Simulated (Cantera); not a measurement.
Input: 1 mol CH3SiCl3, 0.74 mol C2H2, 28 mol H2, held at 800 °C and 0.230 bar.

These are equilibrium values from Cantera (NASA tables, ideal gas, pure condensed phases), not measurements of a reactor. Candidate condensed phases: C, C6H6, C7H8, C8H18, Si, SiC; 109 gas species. The feed counts by its element totals alone. The tables' values for SiCl3 are old estimates; treat these amounts as uncertain. Equilibrium is a limit: real reactors are often held back by kinetics, nucleation or transport.

Base state: H2 0.908, HCl 0.0794, CH4 0.00869, SiCl4 0.00366, SiHCl3 0.000513, SiCl3 4.68e-5 (mole fractions); condensed: C(graphite) + SiC(s).

What changes in the equilibrium state with this change: temperature from 800 °C to 1675 °C?


```tsv
species	before	after
H2	0.908	0.904
HCl	0.0794	0.0920
H	2.79e-8	0.00224
CH4	0.00869	9.19e-5
SiCl2	9.59e-6	0.00107
Cl	2.21e-9	0.000171
C2H2 (acetylene)	6.54e-9	0.000487
SiCl4	0.00366	2.22e-7
SiHCl3	0.000513	7.66e-7
SiCl3	4.68e-5	1.38e-5
C(graphite), mol	1.34	1.48
SiC(s), mol	0.867	0.965
```

What changes in the equilibrium state with this change: CH3SiCl3 replaced by SiCl4?


```tsv
species	before	after
H2	0.908	0.886
HCl	0.0794	0.0962
CH4	0.00869	0.00829
SiCl4	0.00366	0.00827
SiCl3	4.68e-5	8.64e-5
SiHCl3	0.000513	0.000934
C(graphite), mol	1.34	0.511
SiC(s), mol	0.867	0.719
```

What changes in the equilibrium state with this change: CH3SiCl3 replaced by SiH4?


| species | before | after |
|---|---|---|
| H2 | 0.908 | 0.990 |
| CH4 | 0.00869 | 0.0103 |
| HCl | 0.0794 | 0 |
| SiCl4 | 0.00366 | 0 |
| SiHCl3 | 0.000513 | 0 |
| SiCl3 | 4.68e-5 | 0 |
| C(graphite), mol | 1.34 | 0.165 |
| SiC(s), mol | 0.867 | 1.00 |
